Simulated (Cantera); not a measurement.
A perfectly stirred reactor is fed with H2 : O2 : N2 = 1 : 1.04 : 3.92 (molar parts), equivalence ratio 0.48, at 1.00 bar; it is adiabatic with a 400 K inlet, and is followed from long to short residence time, starting on the burning branch (τ in s: 0.06, 0.028, 0.013, 0.0059, 0.0027, 0.0013, 0.00058, 0.00027, 0.00012, 5.7e-05, 2.7e-05, 1.2e-05, 5.7e-06).

Cantera simulation using the H2/O2 subset of GRI-Mech 3.0, which has no nitrogen chemistry; the numbers are that mechanism's predictions, not measurements.

One state of this run: T (K) = 1676; x H2 = 0.000362; x O2 = 0.0984; x O = 0.000308; x H2O2 = 2.59e-7; x OH = 0.00180; x HO2 = 4.89e-6. x: mole fraction; the columns are a selection and need not sum to one.

Q: Which value of τ (s) does it belong to?
(A) 0.028
(B) 0.013
(C) 0.0013
(D) 5.7e-5

A: A, 0.028
